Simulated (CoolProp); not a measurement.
Vapour-liquid equilibrium of methanol (1) + m-xylene (2) at 410.7 K; x and y are mole fractions of (1).

Computed with CoolProp (multi-fluid Helmholtz-energy mixture model, de Reuck 1993 and Zhou 2012; pair parameters Bell 2016).

```json
[
 {"x": "0.05", "bubble pressure (bar)": "2.701", "y at the bubble point": "0.633", "dew pressure at overall composition x (bar)": "1.027", "liquid density (mol/L)": "7.360"},
 {"x": "0.125", "bubble pressure (bar)": "4.499", "y at the bubble point": "0.779", "dew pressure at overall composition x (bar)": "1.120", "liquid density (mol/L)": "7.737"},
 {"x": "0.2", "bubble pressure (bar)": "5.652", "y at the bubble point": "0.825", "dew pressure at overall composition x (bar)": "1.228", "liquid density (mol/L)": "8.157"},
 {"x": "0.275", "bubble pressure (bar)": "6.405", "y at the bubble point": "0.848", "dew pressure at overall composition x (bar)": "1.358", "liquid density (mol/L)": "8.629"},
 {"x": "0.35", "bubble pressure (bar)": "6.921", "y at the bubble point": "0.861", "dew pressure at overall composition x (bar)": "1.516", "liquid density (mol/L)": "9.165"},
 {"x": "0.425", "bubble pressure (bar)": "7.306", "y at the bubble point": "0.871", "dew pressure at overall composition x (bar)": "1.716", "liquid density (mol/L)": "9.779"},
 {"x": "0.5", "bubble pressure (bar)": "7.630", "y at the bubble point": "0.880", "dew pressure at overall composition x (bar)": "1.976", "liquid density (mol/L)": "10.49"},
 {"x": "0.575", "bubble pressure (bar)": "7.938", "y at the bubble point": "0.889", "dew pressure at overall composition x (bar)": "2.328", "liquid density (mol/L)": "11.32"},
 {"x": "0.65", "bubble pressure (bar)": "8.259", "y at the bubble point": "0.900", "dew pressure at overall composition x (bar)": "2.831", "liquid density (mol/L)": "12.31"},
 {"x": "0.725", "bubble pressure (bar)": "8.611", "y at the bubble point": "0.912", "dew pressure at overall composition x (bar)": "3.609", "liquid density (mol/L)": "13.49"},
 {"x": "0.8", "bubble pressure (bar)": "9.004", "y at the bubble point": "0.929", "dew pressure at overall composition x (bar)": "4.956", "liquid density (mol/L)": "14.93"},
 {"x": "0.875", "bubble pressure (bar)": "9.440", "y at the bubble point": "0.951", "dew pressure at overall composition x (bar)": "7.442", "liquid density (mol/L)": "16.70"},
 {"x": "0.95", "bubble pressure (bar)": "9.914", "y at the bubble point": "0.978", "dew pressure at overall composition x (bar)": "9.429", "liquid density (mol/L)": "18.92"}
]
```

No azeotrope shows between x = 0.05 and 0.95.

The pair parameters rest on a limited set of measurements; away from them the model extrapolates. With so large a gap from Raoult's law the liquid may split in two, which this calculation doesn't test in full.
